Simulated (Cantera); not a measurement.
A freely propagating, adiabatic, planar premixed flame of CO : H2 : CH4 : O2 : N2 : H2O = 1 : 0.6 : 0.24 : 1.16 : 4.38 : 0.21 (molar parts), equivalence ratio 1.1, unburnt at 675 K and 260000 Pa; mixture-averaged transport, grid criteria slope 0.08 and curve 0.16, no radiation.

Detailed kinetics in Cantera: GRI-Mech 3.0 (53 species, 325 reactions). Burning velocities carry a grid error of a few per cent, more on coarse grids.

Predict: laminar burning velocity; thermal thickness; peak x(OH); peak x(C2H4); peak x(HCN).


```json
{
  "laminar_burning_velocity": "279 cm/s",
  "thermal_thickness": "0.126 mm",
  "peak x(OH)": "0.0122",
  "peak x(C2H4)": "2.72e-5",
  "peak x(HCN)": "4.16e-7"
}
```
